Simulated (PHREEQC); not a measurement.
Model water analysis in mmol/kgw, 25 °C, pH 2.4, pe 10.2:

```tsv
constituent	mmol/kgw
Na	6.39
K	0.296
Ca	20.6
Mg	0.824
Cl	14.5
S(6)	21.7
Mn(2)	0.011
Fe(3)	0.0453
```

Valence states are taken as typed.

Equilibrium calculation in PHREEQC: ion-association model, phreeqc.dat.

Question: The ionic strength comes out as 0.0699 mol/kgw. What activity coefficients do FeOH+2, NaSO4-, Ca+2, Fe+3, SO4-2 get?

Answer: FeOH+2 0.42, NaSO4- 0.81, Ca+2 0.43, Fe+3 0.21, SO4-2 0.42.

No solid was allowed to form. The solution is supersaturated, for example in Gypsum, Hematite (slow to form), so a real one may precipitate; this is no full list.
